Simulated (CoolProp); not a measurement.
Saturated liquid density (kg/m³) of R1234ze(Z): the reference equation beside estimates from Tc = 423.3 K, pc = 3.531 MPa, ω = 0.327. Rackett uses Z = 0.29056 − 0.08775 ω.

Computed with CoolProp (reference Helmholtz-energy equation of state, Akasaka 2019).

```json
[
 {"T (K)": "297.2", "reference": "1227", "Rackett": "1127", "van der Waals": "651.8", "Redlich-Kwong": "944.6", "Soave-Redlich-Kwong": "995.1"},
 {"T (K)": "300.8", "reference": "1217", "Rackett": "1119", "van der Waals": "646.9", "Redlich-Kwong": "935.9", "Soave-Redlich-Kwong": "986.9"},
 {"T (K)": "304.3", "reference": "1208", "Rackett": "1110", "van der Waals": "642.1", "Redlich-Kwong": "927.2", "Soave-Redlich-Kwong": "978.7"},
 {"T (K)": "307.9", "reference": "1198", "Rackett": "1101", "van der Waals": "637.0", "Redlich-Kwong": "918.2", "Soave-Redlich-Kwong": "970.0"},
 {"T (K)": "311.4", "reference": "1188", "Rackett": "1092", "van der Waals": "632.0", "Redlich-Kwong": "909.3", "Soave-Redlich-Kwong": "961.4"},
 {"T (K)": "315", "reference": "1178", "Rackett": "1083", "van der Waals": "626.7", "Redlich-Kwong": "899.9", "Soave-Redlich-Kwong": "952.3"},
 {"T (K)": "318.5", "reference": "1168", "Rackett": "1074", "van der Waals": "621.5", "Redlich-Kwong": "890.6", "Soave-Redlich-Kwong": "943.2"},
 {"T (K)": "322", "reference": "1158", "Rackett": "1064", "van der Waals": "616.3", "Redlich-Kwong": "881.1", "Soave-Redlich-Kwong": "934.0"},
 {"T (K)": "325.6", "reference": "1147", "Rackett": "1055", "van der Waals": "610.7", "Redlich-Kwong": "871.1", "Soave-Redlich-Kwong": "924.1"},
 {"T (K)": "329.1", "reference": "1137", "Rackett": "1045", "van der Waals": "605.2", "Redlich-Kwong": "861.2", "Soave-Redlich-Kwong": "914.3"},
 {"T (K)": "332.7", "reference": "1125", "Rackett": "1035", "van der Waals": "599.4", "Redlich-Kwong": "850.8", "Soave-Redlich-Kwong": "904.0"},
 {"T (K)": "336.2", "reference": "1114", "Rackett": "1025", "van der Waals": "593.7", "Redlich-Kwong": "840.5", "Soave-Redlich-Kwong": "893.6"},
 {"T (K)": "339.8", "reference": "1103", "Rackett": "1015", "van der Waals": "587.7", "Redlich-Kwong": "829.6", "Soave-Redlich-Kwong": "882.7"}
]
```

Absolute difference from the reference over all 13 rows, mean and median: Rackett 8.1 and 8.1 %, van der Waals 46.8 and 46.8 %, Redlich-Kwong 23.8 and 23.7 %, Soave-Redlich-Kwong 19.3 and 19.2 %.
